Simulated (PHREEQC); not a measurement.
Solution (25 °C): 0.28 mol/kgw HF, 8.9e-05 mol/kgw NH4F and 0.00097 mol/kgw H4SiO4. Closed to the air; pH follows from the charge balance.

Computed with PHREEQC (ion-association model, phreeqc.dat).

```
quantity                   before    after
------------------------  -------  -------
pH                           1.72     2.97
ionic strength (mol/kgw)   0.0225  0.00111
HF (mol/kgw)                0.245  0.00166
F- (mol/kgw)               0.0101  0.00108
HF2- (mol/kgw)            0.00948  6.90e-6
```

Task: What was changed between the two runs?
A) H4SiO4 left out
B) HF left out
C) temperature from 25 to 35 °C
D) diluted 100-fold with water

Result: D, diluted 100-fold with water

No solid was allowed to form. SiF6-2 is the database's only silicon fluoride.
